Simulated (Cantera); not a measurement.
Feed: 1 mol SiF4, 0.11 mol C2H2, 990 mol H2, 0.63 mol CH4, at 20.0 mbar.

These are equilibrium values from Cantera (NASA tables, ideal gas, pure condensed phases), not measurements of a reactor. Candidate condensed phases: C, C6H6, C7H8, C8H18, Si, SiC; 113 gas species. The tables' values for SiF2, SiF3, SiF are old estimates; treat these amounts as uncertain. Gases not in the tables: Si2H6 and higher silanes. The numbers say what is thermodynamically allowed, not how fast it happens.

x: gas mole fraction; n: condensed amount in mol.

```csv
T (K),x H2,x H,x HF,x SiF4,x Si,n C(graphite),n SiC(s)
1250,0.998,3.41e-6,0.000946,0.000715,<1e-12,0.417,0.215
1350,0.997,1.68e-5,0.00186,0.000465,[?],0.300,0.434
1450,0.997,6.68e-5,0.00293,0.000192,[?],0.0820,0.693
1550,0.996,0.000222,0.00345,5.71e-5,[?],0,0.812
1650,0.996,0.000641,0.00359,1.42e-5,[?],0,0.827
1750,0.995,0.00164,0.00364,2.93e-6,[?],0,0.821
1850,0.992,0.00379,0.00367,5.84e-7,[?],0,0.789
1950,0.988,0.00806,0.00369,1.18e-7,[?],0,0.668
2050,0.979,0.0159,0.00370,2.53e-8,[?],0,0.244
```

**Question.** Some entries are withheld; supply them.

**Answer.** 
- 1350, x Si: 3.79e-11
- 1450, x Si: 9.16e-10
- 1550, x Si: 2.33e-8
- 1650, x Si: 4.39e-7
- 1750, x Si: 4.49e-6
- 1850, x Si: 2.95e-5
- 1950, x Si: 0.000135
- 2050, x Si: 0.000485
